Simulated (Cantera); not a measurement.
Input: 1 mol SiH₂Cl₂, 0.54 mol N₂, 3 mol NH₃, equilibrated at 12.0 Pa.

Equilibrium computed with Cantera from the NASA thermochemical tables; the gas is ideal and each condensed phase is pure. Candidate condensed phases: NH₄Cl, Si, Si₃N₄; 28 gas species. The numbers say what is thermodynamically allowed, not how fast it happens.

Over these rows the condensed part is Si₃N₄(s). Partial pressures as log10 of bar:

| T (K) | 1000/T (1/K) | log p SiCl₂ | log p H₂ | log p HCl | log p N₂ |
|---|---|---|---|---|---|
| 1150 | 0.8696 | -6.92 | -4.16 | -4.52 | -4.68 |
| 1200 | 0.8333 | -6.44 | -4.16 | -4.53 | -4.67 |
| 1250 | 0.8000 | -6.03 | -4.16 | -4.55 | -4.67 |
| 1300 | 0.7692 | -5.69 | -4.16 | -4.59 | -4.66 |
| 1350 | 0.7407 | -5.44 | -4.15 | -4.65 | -4.64 |
| 1400 | 0.7143 | ? | -4.14 | -4.73 | -4.62 |

**Question.** Fit log p(SiCl₂) = a + b·(1000/T) to the five rows, give the apparent enthalpy, and predict the row at 1400 K.

**Answer.** Means: 1000/T = 0.8026, log p = -6.104. Sxy = -0.120109, Sxx = 0.0103854, so b = -11.57 and a = -6.104 − (-11.57)×0.8026 = 3.18.
Apparent enthalpy: −19.145 × (-11.57) = 222 kJ/mol. With the condensed phases at unit activity, 1/3 Si₃N₄(s) + 2 HCl(g) = SiCl₂(g) + H₂(g) + 2/3 N₂(g) links this pressure to the main gases: over the six rows their terms move log p by -0.48 in all, so the slope isn't that reaction's ΔH° alone. The five rows lie within 0.05 of the line.
Prediction at 1400 K: 3.18 + (-11.57)×0.7143 = -5.08. The computed value is -5.27, 0.19 from the line.
